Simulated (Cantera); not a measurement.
A Cantera script and what it prints.

```python
import numpy as np
import cantera as ct

gas_names = """
    AL ALH ALO ALOH ALO2 ALO2H AL2 AL2O AL2O2 H HALO HO2 H2 H2O H2O2 O OH O2 O3 Si SiH SiH2 SiH3 SiH4
    SiO SiO2 Si2 Si3
""".split()
cond_names = """
    AL(cr) AL(L) AL2O3(a) AL2O3(L) AL2SiO5(an) AL6Si2O13(s) H2O(s) H2O(L) Si(cr) Si(L) SiO2(Lqz)
    SiO2(hqz) SiO2(L)
""".split()


# ... load() reads the species with a 1 bar reference pressure and builds the phases ...
atoms = {
    'SiO2': {'Si': 1, 'O': 2},
    'Al2O3': {'AL': 2, 'O': 3},
    'H2': {'H': 2},
}
top_T = {'AL2SiO5(an)': 2000, 'AL6Si2O13(s)': 2100}  # K; cautious upper limits of use, not melting points


# ... equilibrate(T, P, feed) seeds the gas with the atoms and calls Mixture.equilibrate('TP', solver="vcs", rtol=1e-11, max_steps=5000) ...
results = []
feed = {'SiO2': 1, 'Al2O3': 2, 'H2': 2.4}  # mol
P = 13332.2  # Pa
for T in [1075, 1125, 1175, 1225, 1275, 1325, 1375, 1425, 1475, 1525, 1575, 1625]:
    mix = equilibrate(T, P, feed)
    results.append((T, P, feed, dict(zip(mix.species_names, mix.species_moles))))

top = {s: max(r[3][s] / sum(r[3][g] for g in gas_names) for r in results) for s in gas_names}
cols = sorted((s for s in top if top[s] > 0.001), key=lambda s: -top[s])[:9]
seen = [c for c in cond_names if any(r[3].get(c, 0) > 1e-12 for r in results)]
print("log10 of partial pressures in bar; condensed amounts in mol")
print(f"{'T/K':>10s}" + "".join(f"{s[:9]:>10s}" for s in cols + seen))
for T, P, feed, n in results:
    ng = sum(n[g] for g in gas_names)
    print(f"{T:10.4g}" + "".join(f"{np.log10(max(n[s] / ng * P / 1e5, 1e-99)):10.3f}" for s in cols)
          + "".join(f"{n.get(c, 0):10.4g}" for c in seen))
```

It prints:

```
log10 of partial pressures in bar; condensed amounts in mol
       T/K        H2  AL2O3(a) AL2SiO5(a AL6Si2O13
      1075    -0.875         1         1         0
      1125    -0.875       0.5         0       0.5
      1175    -0.875       0.5         0       0.5
      1225    -0.875       0.5         0       0.5
      1275    -0.875       0.5         0       0.5
      1325    -0.875       0.5         0       0.5
      1375    -0.875       0.5         0       0.5
      1425    -0.875    0.5001         0       0.5
      1475    -0.875    0.5002         0    0.4999
      1525    -0.875    0.5004         0    0.4999
      1575    -0.875    0.5007         0    0.4998
      1625    -0.876    0.5013         0    0.4996
```

These are equilibrium values from Cantera (NASA tables, ideal gas, pure condensed phases), not measurements of a reactor. Mutual solubility and eutectic melting of coexisting phases are not modelled. Condensed phases not in the tables: alloys, solid solutions and most ternary compounds.
